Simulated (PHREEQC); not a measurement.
Make-up at 25 °C: 0.25 mol/kgw NaOH, 0.0051 mol/kgw Na2SiO3 and 0.0049 mol/kgw K3PO4. Closed to the air; pH follows from the charge balance.

Computed with PHREEQC (ion-association model, phreeqc.dat).

Precipitation was switched off in this run.

### Question
Estimate the pH, density.

### Answer
pH 13.23; density 1.010 g/cm³.

### Question
In which forms is P present?

### Answer
PO4-3 98 %, HPO4-2 1.7 % of the P.
